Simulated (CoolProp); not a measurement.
A single-stage vapour-compression cycle with n-perfluoropentane: evaporating at 261.15 K (dew point), condensing at 291.15 K (bubble point), superheat 0 K, subcooling 5 K, compressor efficiency 0.9, no pressure losses. Each further row changes one setting.

Model: reference Helmholtz-energy equation of state, Gao 2022, in CoolProp.

```csv
case,cooling COP,pressure ratio,discharge temperature (K),refrigerating effect (kJ/kg),volumetric capacity (kJ/m³)
as stated,[?],3.97,291.2,76.9,171
evaporating temperature 266.15 K,8.69,[?],291.2,[?],[?]
condensing temperature 286.15 K,8.55,3.24,286.2,82.0,182
subcooling 10 K,[?],3.97,291.2,82.0,182
superheat 10 K,7.04,3.97,291.2,[?],[?]
compressor efficiency 0.8,[?],3.97,291.2,76.9,171
```

Q: Fill in the missing entries.

A: 
- as stated, cooling COP: 6.86
- evaporating temperature 266.15 K, pressure ratio: 3.07
- evaporating temperature 266.15 K, refrigerating effect (kJ/kg): 80.5
- evaporating temperature 266.15 K, volumetric capacity (kJ/m³): 228
- subcooling 10 K, cooling COP: 7.32
- superheat 10 K, refrigerating effect (kJ/kg): 84.4
- superheat 10 K, volumetric capacity (kJ/m³): 180
- compressor efficiency 0.8, cooling COP: 6.10

The compression ends wet for: as stated; evaporating temperature 266.15 K; condensing temperature 286.15 K; subcooling 10 K; superheat 10 K; compressor efficiency 0.8.
